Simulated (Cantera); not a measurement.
A closed system holds: 1 mol Si₃N₄, 7.4 mol N₂, equilibrated at 0.570 bar.

Equilibrium computed with Cantera from the NASA thermochemical tables; the gas is ideal and each condensed phase is pure. Candidate condensed phases: Si, Si₃N₄; 7 gas species. The tables' values for SiN are old estimates; treat these amounts as uncertain. Kinetics and transport are ignored. All values below are at 2723 K.

Base state: N₂ 0.956, Si 0.0384, SiN 0.00210, Si₂N 0.00162, Si₂ 0.00138, Si₃ 0.000221 (mole fractions); condensed: Si(l).

Task: What changes in the equilibrium state with this change: pressure from 0.570 bar to 6.60 bar?

Result: 
| species | before | after |
|---|---|---|
| N₂ | 0.956 | 0.995 |
| Si | 0.0384 | 0.00332 |
| SiN | 0.00210 | 0.000630 |
| Si₂ | 0.00138 | 0.000120 |
| Si₃ | 0.000221 | 1.91e-5 |
| Si(l), mol | 2.54 | 2.95 |
